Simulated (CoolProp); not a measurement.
CH3F (R41) along the isobar 8.72 MPa: Z from the reference equation and from simpler models built on Tc = 317.3 K, pc = 5.906 MPa, ω = 0.200; each cubic takes its own stable root.

Computed with CoolProp (reference Helmholtz-energy equation of state, Lemmon 2006). It is a short technical equation, of lower accuracy than the large ones.

```tsv
T (K)	phase	reference	van der Waals	Redlich-Kwong	Peng-Robinson
153.8	liquid	0.2395	0.4524	0.3074	0.2707
163.4	liquid	0.2295	0.4320	0.2943	0.2585
173.1	liquid	0.2208	0.4140	0.2830	0.2478
182.7	liquid	0.2133	0.3984	0.2734	0.2388
192.3	liquid	0.2069	0.3848	0.2652	0.2310
201.9	liquid	0.2013	0.3729	0.2582	0.2244
211.5	liquid	0.1965	0.3626	0.2525	0.2189
221.1	liquid	0.1925	0.3537	0.2478	0.2144
230.8	liquid	0.1892	0.3460	0.2442	0.2108
240.4	liquid	0.1866	0.3397	0.2416	0.2083
```
